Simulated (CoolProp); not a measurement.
Properties of sulfur hexafluoride along the isotherm 236 K.

Computed with CoolProp (reference Helmholtz-energy equation of state, Guder 2009).

```csv
p (bar),phase,Z,speed of sound (m/s),isothermal compressibility (1/MPa),expansivity (1/kK)
1.71,gas,0.9580,118.3,6.117,4.876
3.41,gas,0.9117,113.7,3.249,5.764
5.12,liquid,0.02138,494.4,0.003638,___
6.83,liquid,0.02850,495.8,___,___
8.53,liquid,0.03557,497.2,0.003586,2.954
10.2,liquid,0.04251,498.5,___,2.941
11.9,liquid,___,499.9,0.003535,2.927
13.7,liquid,0.05702,501.4,0.003509,2.914
15.4,liquid,0.06406,502.7,0.003485,2.901
17.1,liquid,0.07109,504.1,0.003461,2.888
18.8,liquid,___,505.4,0.003438,2.875
```

Task: What belongs in the gaps?

Result: 
- 5.12, expansivity (1/kK): 2.981
- 6.83, isothermal compressibility (1/MPa): 0.003611
- 6.83, expansivity (1/kK): 2.968
- 10.2, isothermal compressibility (1/MPa): 0.003561
- 11.9, Z: 0.04956
- 18.8, Z: 0.07811
